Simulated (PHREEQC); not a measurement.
1 kg of water holding 0.0051 mol NaHCO3, 0.019 mol Na2CO3, 0.24 mol NaCl and 0.0072 mol KCl is evaporated at 20 °C; the solids stay in contact with the brine. CO2 is held at log p = -3.4 (atm). The run lets Halite, Kalicinite, Nahcolite, Natron, Sylvite, Trona precipitate or redissolve, and no other solid.

The numbers come from PHREEQC with the Pitzer model, pitzer.dat.

```
water left (kg)  ionic strength  water activity  Halite (mol)  Trona (mol)  K in solution (mol/kgw)  Cl in solution (mol/kgw)  Na in solution (mol/kgw)    pH
---------------  --------------  --------------  ------------  -----------  -----------------------  ------------------------  ------------------------  ----
0.9998                    0.300           0.991             0            0                  0.00720                     0.247                     0.283  9.43
0.6754                    0.447           0.986             0            0                   0.0107                     0.366                     0.419  9.49
0.4562                    0.665           0.980             0            0                   0.0158                     0.542                     0.621  9.55
0.2533                     1.21           0.964             0            0                   0.0284                     0.976                      1.12  9.61
0.1711                     1.79           0.946             0            0                   0.0421                      1.44                      1.65  9.64
0.1156                     2.66           0.919             0            0                   0.0623                      2.14                      2.45  9.65
0.06418                    4.82           0.843             0            0                    0.112                      3.85                      4.41  9.65
0.04336                    7.14           0.745             0            0                    0.166                      5.70                      6.53  9.65
0.02931                    7.67           0.739        0.0845     0.000177                    0.246                      5.55                      6.76  9.74
0.01959                    7.72           0.738         0.137      0.00492                    0.367                      5.61                      6.69  9.75
0.01304                    7.79           0.735         0.173      0.00811                    0.552                      5.70                      6.58  9.76
0.00697                    7.99           0.728         0.206       0.0111                     1.03                      5.92                      6.31  9.78
0.004505                   8.24           0.720         0.219       0.0123                     1.60                      6.20                      6.00  9.82
```

Halite from water left = 0.03565 kg (pH 9.70); Trona from water left = 0.02931 kg (pH 9.74).
